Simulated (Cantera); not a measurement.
Input: 1 mol Si, 0.015 mol H₂O, 160 mol H₂, at 4.30 Pa.

Cantera equilibrium calculation (NASA polynomials, part measured and part estimated; ideal gas, pure solids and liquids). Candidate condensed phases: H₂O, Si, SiO₂; 18 gas species. Mutual solubility and eutectic melting of coexisting phases are not modelled. The numbers say what is thermodynamically allowed, not how fast it happens.

log p: log10 of the partial pressure in bar; n: condensed amount in mol.

| T (K) | log p H₂ | log p H | log p SiO | log p Si | log p SiH₂ | n Si(s) | n SiO₂(β-quartz) |
|---|---|---|---|---|---|---|---|
| 998 | -4.37 | ? | -9.32 | -15.80 | -14.42 | 0.992 | 0.00661 |
| 1048 | -4.37 | ? | -8.45 | -14.68 | -13.82 | 0.986 | 0.000949 |
| 1098 | -4.37 | ? | -8.39 | -13.66 | -13.27 | 0.985 | 0 |
| 1148 | -4.37 | ? | -8.39 | -12.74 | -12.77 | 0.985 | 0 |
| 1198 | -4.37 | ? | -8.39 | -11.89 | -12.31 | 0.985 | 0 |
| 1248 | -4.37 | ? | -8.39 | -11.11 | -11.89 | 0.985 | 0 |
| 1298 | -4.37 | ? | -8.39 | -10.39 | -11.50 | 0.985 | 0 |

Question: Some entries are withheld; supply them.

Answer: 
- 998, log p H: -10.85
- 1048, log p H: -10.30
- 1098, log p H: -9.79
- 1148, log p H: -9.33
- 1198, log p H: -8.90
- 1248, log p H: -8.51
- 1298, log p H: -8.15
